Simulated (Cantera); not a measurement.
A closed system holds: 1 mol CH₃Cl, 0.95 mol H₂, held at 0.0370 bar.

These are equilibrium values from Cantera (NASA tables, ideal gas, pure condensed phases), not measurements of a reactor. Candidate condensed phases: C, C₆H₆, C₇H₈, C₈H₁₈; 103 gas species. Ions and electrons are included (thermal ionisation). The tables' values for CCl are old estimates; treat these amounts as uncertain. The numbers say what is thermodynamically allowed, not how fast it happens. All values below are at 3500 K.

Base state: H 0.698, Cl 0.152, H₂ 0.0517, C₃ 0.0341, C 0.0282, HCl 0.0170, C₂ 0.0109, C₂H 0.00581 (mole fractions); condensed: gas only.

Problem. What changes in the equilibrium state with this change: CH₃Cl replaced by CH₂F₂?

Solution. 
```json
[
 {"species": "H", "before": "0.698", "after": "0.456"},
 {"species": "HF", "before": "0", "after": "0.327"},
 {"species": "F", "before": "0", "after": "0.0909"},
 {"species": "Cl", "before": "0.152", "after": "0"},
 {"species": "HCl", "before": "0.0170", "after": "0"},
 {"species": "H₂", "before": "0.0517", "after": "0.0221"},
 {"species": "C₃", "before": "0.0341", "after": "0.0445"},
 {"species": "C₂", "before": "0.0109", "after": "0.0130"},
 {"species": "C", "before": "0.0282", "after": "0.0308"},
 {"species": "CF", "before": "0", "after": "0.00969"},
 {"species": "CF₂", "before": "0", "after": "8.47e-5"},
 {"species": "CCl", "before": "2.90e-5", "after": "0"},
 {"species": "C₂HF", "before": "0", "after": "1.93e-5"},
 {"species": "C₂HCl", "before": "1.62e-5", "after": "0"}
]
```
